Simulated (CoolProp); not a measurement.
Properties of hydrogen chloride along the isotherm 272.35 °C.

Values from CoolProp's reference Helmholtz-energy equation of state, Thol 2018.

```
p (MPa)          phase       Z  speed of sound (m/s)  Joule-Thomson coefficient (K/MPa)
-------  -------------  ------  --------------------  ---------------------------------
1.6                gas  0.9869                 415.1                              4.704
3.2                gas  0.9744                 414.2                              4.550
4.8                gas  0.9626                 413.6                              4.392
6.4                gas  0.9514                 413.4                              4.231
7.99               gas  0.9410                 413.6                              4.068
9.59     supercritical  0.9312                 414.1                              3.905
11.2     supercritical  0.9221                 415.0                              3.741
12.8     supercritical  0.9138                 416.3                              3.581
14.4     supercritical  0.9062                 417.9                              3.425
16       supercritical  0.8993                 419.8                              3.272
17.6     supercritical  0.8931                 422.0                              3.125
19.2     supercritical  0.8877                 424.5                              2.984
20.8     supercritical  0.8828                 427.3                              2.849
```
